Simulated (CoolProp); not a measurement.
m-xylene at several states: Z from the reference equation and from simpler models built on Tc = 343.7 °C, pc = 3535 kPa, ω = 0.326; each cubic takes its own stable root.

Values from CoolProp's reference Helmholtz-energy equation of state, Zhou 2012.

```
T (°C)  p (kPa)   phase  reference  Redlich-Kwong  Peng-Robinson
------  -------  ------  ---------  -------------  -------------
0.85       13.8  liquid        ___            ___            ___
29.45      22.6  liquid        ___            ___            ___
116.65     28.2     gas     0.9857         0.9903         0.9883
```

Q: What belongs in the gaps?

A: 
- 0.85, reference: 0.0007304
- 0.85, Redlich-Kwong: 0.0008742
- 0.85, Peng-Robinson: 0.0007613
- 29.45, reference: 0.001114
- 29.45, Redlich-Kwong: 0.001331
- 29.45, Peng-Robinson: 0.001152
